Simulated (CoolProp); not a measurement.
The fluid at 298.15 K and 14.9 MPa is throttled through a valve to 3.42 MPa with no heat exchange. The same conditions are run with several fluids, on thermodynamics alone (safety and materials aside).

Values from CoolProp's reference Helmholtz-energy equation of state of each fluid (propyne: Polt 1992; cis-2-butene: Lemmon 2005; propane: Lemmon 2009; R236FA: Pan 2012; R125: Lemmon 2005). The equations of Platzer and Polt are older, rougher fits.

**Question.** Rank propyne, cis-2-butene, propane, R236FA, R125 by temperature change (K), highest first.

**Answer.** cis-2-butene (+4.0), R236FA (+2.5), propyne (+2.4), propane (+2.1), R125 (-0.3)

| fluid | final density (kg/m³) |
|---|---|
| propyne | 612 |
| cis-2-butene | 616 |
| propane | 496 |
| R236FA | 1370 |
| R125 | 1220 |
